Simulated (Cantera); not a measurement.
Mixture: 35.3 % H2, 13.6 % O2, 51.1 % N2, at 5330 Torr, adiabatic and at constant volume. Ignition delay is the time to a rise of 400 K.

Computed with Cantera and GRI-Mech 3.0 (53 species, 325 reactions). The hydrogen kinetics of GRI-Mech 3.0 are dated; newer H2 mechanisms differ, most at raised pressure.

Q: Predict: delay at 1050 K; delay at 1150 K; delay at 1250 K; delay at 1350 K; delay at 1450 K; delay at 1550 K; apparent activation energy between 1350 and 1550 K.

A: 
| Property | Value |
|---|---|
| delay at 1050 K | 2.47 ms |
| delay at 1150 K | 0.153 ms |
| delay at 1250 K | 8.79 µs |
| delay at 1350 K | 3.81 µs |
| delay at 1450 K | 2.33 µs |
| delay at 1550 K | 1.62 µs |
| apparent activation energy between 1350 and 1550 K | 74 kJ/mol |
